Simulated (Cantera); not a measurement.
A closed system holds: 1 mol Si, 0.76 mol HCl, 0.28 mol H2, held at 575 K and 5.80 bar.

Method: chemical equilibrium by Gibbs-energy minimisation in Cantera with the NASA 1993 tables (ideal gas, pure condensed phases). Candidate condensed phases: Si; 19 gas species. Rates play no part.

Base state: H2 0.737, SiCl4 0.138, SiHCl3 0.120, SiH2Cl2 0.00481, SiH3Cl 3.65e-5, HCl 1.26e-5 (mole fractions); condensed: Si(s).

Q: What changes in the equilibrium state with this change: HCl from 0.76 to 5.7 mol?

A: 
```json
[
 {"species": "H2", "before": "0.737", "after": "0.458"},
 {"species": "HCl", "before": "1.26e-5", "after": "0.341"},
 {"species": "SiCl4", "before": "0.138", "after": "0.201"},
 {"species": "SiHCl3", "before": "0.120", "after": "4.00e-6"},
 {"species": "SiH2Cl2", "before": "0.00481", "after": "<1e-9"},
 {"species": "SiH3Cl", "before": "3.65e-5", "after": "<1e-9"},
 {"species": "Si(s), mol", "before": "0.783", "after": "0"}
]
```
